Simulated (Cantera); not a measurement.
**B + O₂ + H₂ + N₂ (boron, boron nitride and boron oxide)**

Feed: 1 mol B, 0.45 mol O₂, 0.17 mol H₂, 6.4 mol N₂, held at 1550 K.

Equilibrium computed with Cantera from the NASA thermochemical tables; the gas is ideal and each condensed phase is pure. Candidate condensed phases: B, BN, B₂O₃, B₃O₃H₃, H₂O; 39 gas species. Mutual solubility and eutectic melting of coexisting phases are not modelled. Gases not in the tables: H₃BO₃. Kinetics and transport are ignored.

```tsv
P (Pa)	x N₂	x B₂O₃	x H₂	x B₂O₂	x HBO	x BO	n BN(s)	n B₂O₃(l)
10	0.921	0.0271	0.0204	0.0185	0.00759	0.00407	0.293	0
32	0.925	0.0340	0.0212	0.00988	0.00566	0.00166	0.344	0
100	0.928	0.0376	0.0215	0.00493	0.00403	0.000665	0.375	0
320	0.951	0.0182	0.0232	0.00139	0.00222	0.000197	0.396	0.155
1000	0.966	0.00583	0.0247	0.000303	0.00107	5.20e-5	0.402	0.249
3200	0.970	0.00182	0.0255	6.41e-5	0.000500	1.34e-5	0.402	0.280
10000	0.972	0.000583	0.0259	1.40e-5	0.000236	3.54e-6	0.402	0.291
32000	0.973	0.000182	0.0261	2.97e-6	0.000109	9.12e-7	0.402	0.295
100000	0.973	5.83e-5	0.0262	6.50e-7	5.11e-5	2.41e-7	0.402	0.297
```
x: gas mole fraction; n: condensed amount in mol.

From 10.0 Pa to 100 Pa the condensed part is BN(s). From 320 Pa to 100000 Pa the condensed part is BN(s) + B₂O₃(l). The share of B in condensed phases is highest at 100000 Pa (99.6 %) and lowest at 10.0 Pa (29.3 %).
